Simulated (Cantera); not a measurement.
# TiO₂ + C + H₂ (carbothermic reduction)

Charge: 1 mol TiO₂, 0.53 mol C, 0.23 mol H₂, at 2375 °C and 1.60 mbar.

Method: chemical equilibrium by Gibbs-energy minimisation in Cantera with the NASA 1993 tables (ideal gas, pure condensed phases). Candidate condensed phases: C, C₆H₆, C₇H₈, C₈H₁₈, H₂O, Ti, TiC, TiO, TiO₂, Ti₂O₃, Ti₃O₅, Ti₄O₇; 113 gas species. Equilibrium is a limit: real reactors are often held back by kinetics, nucleation or transport.

The x(CO) is 0.369 and the x(TiO) is 0.255. The x(H) comes out as 0.236. The x(TiO₂) is 0.0871 and the x(H₂) comes out as 0.0412. The x(O) is 0.00478. The x(Ti) is 0.00303 and the x(OH) is 0.00130. The x(CO₂) is 0.00127. The n(Ti₃O₅(l)) comes out as 0.169 mol. The gas amount is 1.430 mol and the log10 activity of Ti₂O₃(l) (absent) is -0.21. The log10 activity of Ti₄O₇(l) (absent) is -0.36 and the log10 activity of Ti(l) (absent) is -3.07.
